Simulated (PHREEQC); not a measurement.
**Brackish or sea water: speciation**

Model water analysis in mmol/kgw, 25 °C, pH 6.78, pe 10.5:

```csv
constituent,mmol/kgw
Na,152
K,8.58
Ca,3.82
Mg,11.2
Cl,179
S(6),0.682
Alkalinity (meq/kgw),0.631
Br,0.0825
Cu(2),0.0355
Zn,0.835
B,0.0433
```

Valence states are taken as typed.

Computed with PHREEQC (ion-association model, wateq4f.dat).

Each row changes one thing in this solution. Precipitation was switched off in this run.

```tsv
case	Zn+2 (mol/kgw)	HCO3- (mol/kgw)	SO4-2 (mol/kgw)	CO2 (mol/kgw)	MgSO4 (mol/kgw)	ZnCl+ (mol/kgw)	SI of Cu(OH)2 (Cu(OH)2)
as made	0.000683	0.000521	0.000435	0.000139	0.000107	0.000106	-0.26
Mg from 11.2 to 5.6 mmol/kgw	0.000680	0.000531	0.000469	0.000143	5.99e-5	0.000108	-0.26
pH from 6.78 to 6.28 at the same alkalinity	0.000690	0.000545	0.000435	0.000460	0.000107	0.000107	-1.15
temperature from 25 to 55 °C at the same typed pH	0.000516	0.000509	0.000379	0.000115	0.000166	0.000252	+0.60
Zn from 0.835 to 1.67 mmol/kgw	0.00137	0.000495	0.000432	0.000132	0.000106	0.000213	-0.25
```

Species that the database lacks are ignored. Some of these states are supersaturated (in Atacamite, Malachite, for instance). Away from 25 °C the constants follow the database's enthalpies or fits; those with neither stay at their 25 °C values. The database's constant for dissolved Cu(OH)2 is higher than later reviews accept.
